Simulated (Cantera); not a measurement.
A closed system holds: 1 mol B₂O₃, 0.1 mol H₂O, at 100 Torr.

Method: chemical equilibrium by Gibbs-energy minimisation in Cantera with the NASA 1993 tables (ideal gas, pure condensed phases). Candidate condensed phases: B, B₂O₃, B₃O₃H₃, H₂O; 23 gas species. Gases not in the tables: H₃BO₃. Kinetics and transport are ignored.

x: gas mole fraction; n: condensed amount in mol.

```json
[
 {"T (K)": "898", "x H₂O": "0.983", "x HBO₂": "6.50e-6", "x B₂O₃": "<1e-12", "x (HBO₂)₃": "0.0174", "x BO₂": "<1e-12", "x H₂": "(withheld)", "x O₂": "2.50e-8", "n B₂O₃(l)": "0.997"},
 {"T (K)": "998", "x H₂O": "0.990", "x HBO₂": "6.85e-5", "x B₂O₃": "2.28e-11", "x (HBO₂)₃": "0.0101", "x BO₂": "1.72e-12", "x H₂": "(withheld)", "x O₂": "2.29e-7", "n B₂O₃(l)": "0.998"},
 {"T (K)": "1098", "x H₂O": "0.993", "x HBO₂": "0.000460", "x B₂O₃": "1.77e-9", "x (HBO₂)₃": "0.00637", "x BO₂": "1.05e-10", "x H₂": "(withheld)", "x O₂": "1.40e-6", "n B₂O₃(l)": "0.999"},
 {"T (K)": "1198", "x H₂O": "0.994", "x HBO₂": "0.00221", "x B₂O₃": "6.46e-8", "x (HBO₂)₃": "0.00426", "x BO₂": "3.19e-9", "x H₂": "(withheld)", "x O₂": "6.32e-6", "n B₂O₃(l)": "0.999"},
 {"T (K)": "1298", "x H₂O": "0.989", "x HBO₂": "0.00818", "x B₂O₃": "1.32e-6", "x (HBO₂)₃": "0.00298", "x BO₂": "5.66e-8", "x H₂": "(withheld)", "x O₂": "2.25e-5", "n B₂O₃(l)": "0.999"},
 {"T (K)": "1398", "x H₂O": "0.973", "x HBO₂": "0.0247", "x B₂O₃": "1.72e-5", "x (HBO₂)₃": "0.00214", "x BO₂": "6.58e-7", "x H₂": "(withheld)", "x O₂": "6.63e-5", "n B₂O₃(l)": "0.998"},
 {"T (K)": "1498", "x H₂O": "0.935", "x HBO₂": "0.0631", "x B₂O₃": "0.000156", "x (HBO₂)₃": "0.00154", "x BO₂": "5.43e-6", "x H₂": "(withheld)", "x O₂": "0.000166", "n B₂O₃(l)": "0.996"},
 {"T (K)": "1598", "x H₂O": "0.858", "x HBO₂": "0.138", "x B₂O₃": "0.00106", "x (HBO₂)₃": "0.00106", "x BO₂": "3.39e-5", "x H₂": "(withheld)", "x O₂": "0.000354", "n B₂O₃(l)": "0.992"},
 {"T (K)": "1698", "x H₂O": "0.728", "x HBO₂": "0.263", "x B₂O₃": "0.00569", "x (HBO₂)₃": "0.000669", "x BO₂": "0.000166", "x H₂": "(withheld)", "x O₂": "0.000641", "n B₂O₃(l)": "0.984"},
 {"T (K)": "1798", "x H₂O": "0.540", "x HBO₂": "0.429", "x B₂O₃": "0.0250", "x (HBO₂)₃": "0.000352", "x BO₂": "0.000655", "x H₂": "(withheld)", "x O₂": "0.000948", "n B₂O₃(l)": "0.968"},
 {"T (K)": "1898", "x H₂O": "0.319", "x HBO₂": "0.580", "x B₂O₃": "0.0932", "x (HBO₂)₃": "0.000134", "x BO₂": "0.00208", "x H₂": "0.00349", "x O₂": "0.00102", "n B₂O₃(l)": "0.937"},
 {"T (K)": "1998", "x H₂O": "0.113", "x HBO₂": "0.574", "x B₂O₃": "0.302", "x (HBO₂)₃": "2.43e-5", "x BO₂": "0.00495", "x H₂": "0.00374", "x O₂": "0.000558", "n B₂O₃(l)": "0.854"}
]
```

**Question.** Some entries are withheld; supply them.

**Answer.** 
- 898, x H₂: 5.06e-8
- 998, x H₂: 4.67e-7
- 1098, x H₂: 2.88e-6
- 1198, x H₂: 1.32e-5
- 1298, x H₂: 4.78e-5
- 1398, x H₂: 0.000143
- 1498, x H₂: 0.000366
- 1598, x H₂: 0.000809
- 1698, x H₂: 0.00155
- 1798, x H₂: 0.00254
